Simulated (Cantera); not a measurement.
Feed: 1 mol Si₂Cl₆, 4.8 mol NH₃, equilibrated at 700 K and 170 Pa.

Equilibrium computed with Cantera from the NASA thermochemical tables; the gas is ideal and each condensed phase is pure. Candidate condensed phases: NH₄Cl, Si, Si₃N₄; 28 gas species. The feed counts by its element totals alone. Equilibrium is a limit: real reactors are often held back by kinetics, nucleation or transport.

Base state: H₂ 0.480, HCl 0.340, N₂ 0.130, SiCl₄ 0.0503, SiHCl₃ 1.45e-5 (mole fractions); condensed: Si₃N₄(s).

What changes in the equilibrium state with this change: NH₃ from 4.8 to 32 mol?


```csv
species,before,after
H₂,0.480,0.685
N₂,0.130,0.223
HCl,0.340,0.0910
SiCl₄,0.0503,8.77e-5
SiHCl₃,1.45e-5,1.35e-7
"Si₃N₄(s), mol",0.481,0.665
```

What changes in the equilibrium state with this change: NH₃ from 4.8 to 1.5 mol?


```json
[
 {"species": "HCl", "before": "0.340", "after": "0.355"},
 {"species": "H₂", "before": "0.480", "after": "0.346"},
 {"species": "SiCl₄", "before": "0.0503", "after": "0.260"},
 {"species": "N₂", "before": "0.130", "after": "0.0378"},
 {"species": "SiHCl₃", "before": "1.45e-5", "after": "5.19e-5"},
 {"species": "Si₃N₄(s), mol", "before": "0.481", "after": "0.294"}
]
```
